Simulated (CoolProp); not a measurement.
Computed with CoolProp (reference Helmholtz-energy equation of state, Beckmüller 2019).

Give the vapour pressure (bar), enthalpy of vaporisation (kJ/kg), vapour Z, vapour viscosity (µPa s) of saturated n-octane at 422.3, 488.5, 554.7 K.


```tsv
T (K)	p (bar)	enthalpy of vaporisation (kJ/kg)	vapour Z	vapour viscosity (µPa s)
422.3	1.86	285	0.914	7.96
488.5	7.29	225	0.777	9.61
554.7	20.4	112	0.492	15.3
```

Viscosity comes from a separate model (Huber 2004).
